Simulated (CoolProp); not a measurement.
Vapour-liquid equilibrium of m-xylene (1) + o-xylene (2) at 519 K; x and y are mole fractions of (1).

Model: multi-fluid Helmholtz-energy mixture model, Zhou 2012 and Zhou 2012; pair parameters Bell 2016, in CoolProp.

```
x     bubble pressure, mixture model (bar)  bubble pressure, Raoult's law (bar)  y, mixture model  y, Raoult's law
----  ------------------------------------  -----------------------------------  ----------------  ---------------
0.05                                 8.296                                8.301             0.054            0.056
0.15                                 8.388                                8.399             0.161            0.165
0.25                                 8.484                                8.497             0.267            0.272
0.35                                 8.584                                8.594             0.371            0.376
0.45                                 8.686                                8.692             0.472            0.478
0.55                                 8.788                                8.790             0.572            0.578
0.65                                 8.890                                8.888             0.670            0.675
0.75                                 8.991                                8.985             0.766            0.770
0.85                                 9.089                                9.083             0.860            0.864
0.95                                 9.184                                9.181             0.954            0.955
```

The largest gap from Raoult's law is -0.2 % in bubble pressure, at x = 0.25. No azeotrope shows between x = 0.05 and 0.95.

The pair parameters rest on a limited set of measurements; away from them the model extrapolates.
